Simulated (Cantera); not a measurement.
Feed: 1 mol SiCl₄, 11 mol O₂, 3 mol H₂, held at 1575 K and 29.0 Pa.

Method: chemical equilibrium by Gibbs-energy minimisation in Cantera with the NASA 1993 tables (ideal gas, pure condensed phases). Candidate condensed phases: H₂O, Si, SiO₂; 30 gas species. The tables hold silica as quartz up to 1696 K and as liquid above; real silica turns to tridymite and cristobalite and melts near 1996 K. Equilibrium is a limit: real reactors are often held back by kinetics, nucleation or transport.

**Question.** What is the equilibrium state?

**Answer.** 
```json
{
 "x(O₂)": "0.627",
 "x(HCl)": "0.205",
 "x(H₂O)": "0.100",
 "x(Cl)": "0.0658",
 "x(OH)": "0.00147",
 "x(O)": "0.000498",
 "x(Cl₂)": "0.000141",
 "x(H₂)": "3.65e-5",
 "x(ClO)": "1.99e-5",
 "n(SiO₂(β-quartz))": "1.000 mol",
 "gas_amount": "14.75 mol",
 "log10 activity of Si(s) (absent)": "-17.17"
}
```
